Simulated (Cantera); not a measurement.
A freely propagating, adiabatic, planar premixed flame of 14.9 % CH4, 0.820 % H2, 21.6 % O2, 62.6 % N2, equivalence ratio 1.4, unburnt at 675 K and 158 Torr; mixture-averaged transport, grid criteria slope 0.08 and curve 0.16, no radiation.

Detailed kinetics in Cantera: GRI-Mech 3.0 (53 species, 325 reactions). Burning velocities carry a grid error of a few per cent, more on coarse grids.

Question: Predict: laminar burning velocity; thermal thickness; peak x(C2H6); peak x(HCN); peak x(CH3).

Answer: 
| Property | Value |
|---|---|
| laminar burning velocity | 213 cm/s |
| thermal thickness | 1.21 mm |
| peak x(C2H6) | 0.00235 |
| peak x(HCN) | 4.13e-5 |
| peak x(CH3) | 0.00914 |
